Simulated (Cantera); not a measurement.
A Cantera script and what it prints.

```python
import numpy as np
import cantera as ct

gas_names = """
    CL CL2 H HCL H2 N NH NH2 NH3 N2 N2H2 N2H4 Si SiCL SiCL2 SiCL3 SiCL4 SiH SiHCL3 SiH2 SiH2CL2 SiH3
    SiH3CL SiH4 SiN Si2 Si2N Si3
""".split()
cond_names = """
    NH4CL(a) NH4CL(b) Si(cr) Si(L) Si3N4(a)
""".split()


# ... load() reads the species with a 1 bar reference pressure and builds the phases ...
atoms = {
    'SiHCl3': {'Si': 1, 'H': 1, 'CL': 3},
    'NH3': {'N': 1, 'H': 3},
    'H2': {'H': 2},
}
top_T = {'Si3N4(a)': 2400}  # K; cautious upper limits of use, not melting points


# ... equilibrate(T, P, feed) seeds the gas with the atoms and calls Mixture.equilibrate('TP', solver="vcs", rtol=1e-11, max_steps=5000) ...
results = []
feed = {'SiHCl3': 1, 'NH3': 48, 'H2': 1.4}  # mol
P = 3500  # Pa
for T in [775, 875, 975, 1075, 1175, 1275, 1375, 1475, 1575, 1675, 1775, 1875, 1975, 2075]:
    mix = equilibrate(T, P, feed)
    results.append((T, P, feed, dict(zip(mix.species_names, mix.species_moles))))
    x = sorted(zip(gas.X, gas.species_names), reverse=True)
    print(f"T = {T:g} K  P = {P:g} Pa  gas = {mix.phase_moles(0):.4g} mol")
    print("   x: " + "  ".join(f"{s} {v:.3e}" for v, s in x if v > 0.001))
    print("   condensed (mol): " + ("  ".join(f"{mix.phase(i).name} {mix.phase_moles(i):.4g}"
          for i in range(1, mix.n_phases) if mix.phase_moles(i) > 1e-12) or "none"))
```

It prints:

```
T = 775 K  P = 3500 Pa  gas = 98.73 mol
   x: H2 7.333e-01  N2 2.363e-01  HCL 3.038e-02
   condensed (mol): Si3N4(a) 0.3333
T = 875 K  P = 3500 Pa  gas = 98.73 mol
   x: H2 7.333e-01  N2 2.363e-01  HCL 3.038e-02
   condensed (mol): Si3N4(a) 0.3333
T = 975 K  P = 3500 Pa  gas = 98.73 mol
   x: H2 7.333e-01  N2 2.363e-01  HCL 3.038e-02
   condensed (mol): Si3N4(a) 0.3333
T = 1075 K  P = 3500 Pa  gas = 98.73 mol
   x: H2 7.333e-01  N2 2.363e-01  HCL 3.038e-02
   condensed (mol): Si3N4(a) 0.3333
T = 1175 K  P = 3500 Pa  gas = 98.73 mol
   x: H2 7.333e-01  N2 2.363e-01  HCL 3.038e-02
   condensed (mol): Si3N4(a) 0.3333
T = 1275 K  P = 3500 Pa  gas = 98.73 mol
   x: H2 7.333e-01  N2 2.363e-01  HCL 3.038e-02
   condensed (mol): Si3N4(a) 0.3332
T = 1375 K  P = 3500 Pa  gas = 98.74 mol
   x: H2 7.333e-01  N2 2.363e-01  HCL 3.034e-02
   condensed (mol): Si3N4(a) 0.3327
T = 1475 K  P = 3500 Pa  gas = 98.74 mol
   x: H2 7.333e-01  N2 2.364e-01  HCL 3.019e-02
   condensed (mol): Si3N4(a) 0.3303
T = 1575 K  P = 3500 Pa  gas = 98.77 mol
   x: H2 7.333e-01  N2 2.365e-01  HCL 2.969e-02
   condensed (mol): Si3N4(a) 0.3222
T = 1675 K  P = 3500 Pa  gas = 98.83 mol
   x: H2 7.333e-01  N2 2.368e-01  HCL 2.835e-02
   condensed (mol): Si3N4(a) 0.3004
T = 1775 K  P = 3500 Pa  gas = 98.96 mol
   x: H2 7.332e-01  N2 2.374e-01  HCL 2.568e-02  SiCL2 2.273e-03  H 1.325e-03
   condensed (mol): Si3N4(a) 0.2544
T = 1875 K  P = 3500 Pa  gas = 99.59 mol
   x: H2 7.280e-01  N2 2.410e-01  HCL 2.511e-02  H 2.989e-03  SiCL2 2.420e-03
   condensed (mol): Si(L) 0.7133
T = 1975 K  P = 3500 Pa  gas = 99.83 mol
   x: H2 7.244e-01  N2 2.404e-01  HCL 2.534e-02  H 6.225e-03  SiCL2 2.186e-03
   condensed (mol): Si(L) 0.6438
T = 2075 K  P = 3500 Pa  gas = 100.4 mol
   x: H2 7.175e-01  N2 2.391e-01  HCL 2.531e-02  H 1.206e-02  Si 2.911e-03  SiCL2 1.963e-03
   condensed (mol): Si(L) 0.4087
```

Equilibrium computed with Cantera from the NASA thermochemical tables; the gas is ideal and each condensed phase is pure. The tables' values for SiCl, SiN are old estimates; treat these amounts as uncertain. Gases not in the tables: Si2H6 and higher silanes.
